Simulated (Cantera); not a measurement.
A Cantera script and what it prints.

```python
import numpy as np
import cantera as ct

gas_names = """
    Cr CrO CrO2 CrO3 H HO2 H2 H2O H2O2 O OH O2 O3
""".split()
cond_names = """
    Cr(cr) Cr(L) Cr2O3(s) Cr2O3(L) H2O(s) H2O(L)
""".split()


# ... load() reads the species with a 1 bar reference pressure and builds the phases ...
atoms = {
    'Cr2O3': {'Cr': 2, 'O': 3},
    'H2': {'H': 2},
    'H2O': {'H': 2, 'O': 1},
}
top_T = {}  # K; cautious upper limits of use, not melting points


# ... equilibrate(T, P, feed) seeds the gas with the atoms and calls Mixture.equilibrate('TP', solver="vcs", rtol=1e-11, max_steps=5000) ...
results = []
feed = {'Cr2O3': 1, 'H2': 95, 'H2O': 3.9}  # mol
T = 1075  # K
P = 6300  # Pa
mix = equilibrate(T, P, feed)
results.append((T, P, feed, dict(zip(mix.species_names, mix.species_moles))))
print(gas.report(threshold=1e-05))
for i in range(1, mix.n_phases):
    print(f"{mix.phase(i).name:16s} {mix.phase_moles(i):12.5e} mol")
```

Output:

```
       temperature   1075 K
          pressure   6300 Pa
           density   0.0018657 kg/m^3
  mean mol. weight   2.6469 kg/kmol
   phase of matter   gas

                          1 kg             1 kmol
                     ---------------   ---------------
          enthalpy        5.1644e+06         1.367e+07  J
   internal energy        1.7876e+06        4.7316e+06  J
           entropy             73842        1.9545e+05  J/K
    Gibbs function       -7.4216e+07       -1.9644e+08  J
 heat capacity c_p             11706             30984  J/K
 heat capacity c_v            8564.5             22669  J/K

                      mass frac. Y      mole frac. X     chem. pot. / RT
                     ---------------   ---------------   ---------------
                H2           0.73161           0.96057           -20.493
               H2O           0.26839          0.039434           -58.149
     [  +11 minor]        2.1879e-08         5.731e-08

Cr(cr)            0.00000e+00 mol
Cr2O3(s)          1.00000e+00 mol
```

Cantera equilibrium calculation (NASA polynomials, part measured and part estimated; ideal gas, pure solids and liquids).
